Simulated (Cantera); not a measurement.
An isothermal plug-flow reactor at 825 K and 1.60 bar (inlet), inlet velocity 0.19 m/s, active area per volume 4700 1/m; feed CH₄ : O₂ : N₂ = 0.003 : 0.019 : 0.79 (molar parts), equivalence ratio 0.32.

Computed with Cantera and Deutschmann's 1995 Pt surface mechanism with GRI-Mech 3.0 gas chemistry. Catalytic surfaces can have several steady states; this one follows from the mechanism file's or the stated starting coverage. Mass transfer to the wall is taken as infinitely fast.

What does this change do: temperature 825 to 1175 K?


| quantity | before | after |
|---|---|---|
| x(CH₄) at z = 0.022 m | 5.87e-5 | 1.18e-12 |
| x(O₂) at z = 0.022 m | 0.0161 | 0.0160 |
| x(H₂O) at z = 0.022 m | 0.00727 | 0.00739 |
| x(CO₂) at z = 0.022 m | 0.00364 | 0.00369 |
| x(CO) at z = 0.022 m | 1.17e-8 | 7.65e-11 |
| θ(free Pt) at the exit | 0.0811 | 0.486 |
| θ(O*) at the exit | 0.916 | 0.513 |
| θ(OH*) at the exit | 0.00276 | 0.00144 |
